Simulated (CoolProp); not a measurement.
Vapour-liquid equilibrium of R113 (1) + acetone (2) at 0.983 bar; x and y are mole fractions of (1).

Values from CoolProp's multi-fluid Helmholtz-energy mixture model, Marx 1992 and Lemmon 2006; pair parameters Bell 2016.

Q: Give the bubble temperature and the first vapour's composition at x = 0.2, 0.8, 0.95. Is there an azeotrope?

A: x = 0.2: 47.4 °C, y = 0.364; x = 0.8: 43.6 °C, y = 0.755; x = 0.95: 45.4 °C, y = 0.915. y crosses x between x = 0.65 and 0.8: the model has an azeotrope there.

The pair parameters rest on a limited set of measurements; away from them the model extrapolates.
